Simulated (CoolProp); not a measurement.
Fluorine along the isotherm -86.05 °C: density (kg/m³) from the reference equation and from simpler models built on Tc = -128.7 °C, pc = 5.240 MPa, ω = 0.045; each cubic takes its own stable root.

Model: reference Helmholtz-energy equation of state, de Reuck 1990, in CoolProp.

```json
[
 {"p (MPa)": "0.0414", "phase": "gas", "reference": "1.012"},
 {"p (MPa)": "0.0699", "phase": "gas", "reference": "1.711"},
 {"p (MPa)": "0.118", "phase": "gas", "reference": "2.891"},
 {"p (MPa)": "0.199", "phase": "gas", "reference": "4.887"},
 {"p (MPa)": "0.336", "phase": "gas", "reference": "8.283"},
 {"p (MPa)": "0.567", "phase": "gas", "reference": "14.07"},
 {"p (MPa)": "0.957", "phase": "gas", "reference": "24.01"},
 {"p (MPa)": "1.61", "phase": "gas", "reference": "41.20"},
 {"p (MPa)": "2.73", "phase": "gas", "reference": "72.37"},
 {"p (MPa)": "4.6", "phase": "gas", "reference": "129.8"},
 {"p (MPa)": "7.76", "phase": "supercritical", "reference": "245.1"},
 {"p (MPa)": "13.1", "phase": "supercritical", "reference": "486.9"}
]
```

Question: How far does each simpler model (ideal gas, van der Waals, Soave-Redlich-Kwong, Peng-Robinson) lie from the reference over these 12 states: mean and median of the absolute difference, and the worst?

Answer: 
- ideal gas: mean 7.4 %, median 2.1 %, worst -34.3 % at -86.05 °C and 13.1 MPa
- van der Waals: mean 1.2 %, median 0.2 %, worst +5.4 % at -86.05 °C and 13.1 MPa
- Soave-Redlich-Kwong: mean 0.4 %, median 0.1 %, worst -4.1 % at -86.05 °C and 13.1 MPa
- Peng-Robinson: mean 1.0 %, median 0.5 %, worst +3.6 % at -86.05 °C and 7.76 MPa
